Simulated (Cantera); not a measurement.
**Catalytic combustion on Pt**

An isothermal plug-flow reactor at 850 K and 62000 Pa (inlet), inlet velocity 4 m/s, active area per volume 670 1/m; feed 0.929 % H₂, 3.74 % O₂, 95.3 % N₂.

Model: Deutschmann's 1995 Pt surface mechanism with GRI-Mech 3.0 gas chemistry, integrated in Cantera. Catalytic surfaces can have several steady states; this one follows from the mechanism file's or the stated starting coverage. Mass transfer to the wall is taken as infinitely fast.

```
z (m)        x H₂    x O₂    x H₂O  θ free Pt   θ O*    θ OH*
-------  --------  ------  -------  ---------  -----  -------
0.00076   0.00266  0.0342  0.00666      0.184  0.814  0.00226
0.0016    0.00123  0.0335  0.00810      0.138  0.860  0.00210
0.0035   0.000303  0.0331  0.00903      0.117  0.881  0.00201
0.0076    1.96e-5  0.0329  0.00932      0.111  0.887  0.00198
0.016     7.80e-8  0.0329  0.00933      0.111  0.887  0.00198
0.035      <1e-12  0.0329  0.00934      0.111  0.887  0.00198
0.076      <1e-12  0.0329  0.00934      0.111  0.887  0.00198
```
x: gas mole fraction; θ: surface coverage.
